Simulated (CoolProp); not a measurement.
Properties of ammonia along the isobar 121 bar (Tc = 405.6 K, pc = 113.6 bar, ω = 0.256).

Values from CoolProp's reference Helmholtz-energy equation of state, Gao 2020.

```tsv
T (K)	phase	density (kg/m³)	cp (kJ/(kg K))	Joule-Thomson coefficient (K/MPa)	isothermal compressibility (1/MPa)
264.7	liquid	657.2	4.500	-0.1669	0.0008975
307.1	liquid	600.1	4.717	…	0.001554
349.5	liquid	530.4	5.235	0.08944	0.003358
391.8	liquid	422.8	7.671	…	…
434.2	supercritical	93.92	…	6.424	0.1553
476.5	supercritical	68.72	4.049	5.373	0.1119
518.9	supercritical	57.26	3.468	4.398	0.09947
561.3	supercritical	50.04	3.235	3.615	0.09346
603.6	supercritical	44.88	3.132	2.998	0.08998
```

Q: Fill in the missing entries.

A: 
- 307.1, Joule-Thomson coefficient (K/MPa): -0.08950
- 391.8, Joule-Thomson coefficient (K/MPa): 0.8031
- 391.8, isothermal compressibility (1/MPa): 0.01614
- 434.2, cp (kJ/(kg K)): 6.454
